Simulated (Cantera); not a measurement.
Input: 1 mol CO, 0.11 mol NH3, 1.7 mol N2, held at 1 atm.

Cantera equilibrium calculation (NASA polynomials, part measured and part estimated; ideal gas, pure solids and liquids). Candidate condensed phases: C, C6H6, C7H8, C8H18, H2O; 169 gas species. Ions and electrons are included (thermal ionisation). Kinetics and transport are ignored. All values below are at 3477 °C.

Base state: N2 0.573, CO 0.326, H 0.0910, H2 0.00835, N 0.000505, O 0.000174, CN 0.000143, HCN 7.23e-5 (mole fractions); condensed: gas only.

What changes in the equilibrium state with this change: CO replaced by n-butane?


| species | before | after |
|---|---|---|
| H | 0.0910 | 0.449 |
| H2 | 0.00835 | 0.204 |
| N2 | 0.573 | 0.124 |
| CO | 0.326 | 0 |
| C3 | 1.14e-9 | 0.0459 |
| C2H2 (acetylene) | 1.03e-8 | 0.0294 |
| C2H | 4.47e-8 | 0.0259 |
| HNC | 2.18e-5 | 0.0172 |
| HCN | 7.23e-5 | 0.0569 |
| CN | 0.000143 | 0.0228 |
| C5 | <1e-9 | 0.00211 |
| C4H2 | <1e-9 | 0.00176 |

What changes in the equilibrium state with this change: pressure from 1 atm to 54.0 Pa?


```csv
species,before,after
N2,0.573,0.550
CO,0.326,0.317
H,0.0910,0.105
N,0.000505,0.0214
H2,0.00835,5.98e-6
HNC,2.18e-5,3.09e-8
HCN,7.23e-5,1.02e-7
CO2,2.23e-5,2.07e-7
C,2.78e-5,0.00282
```
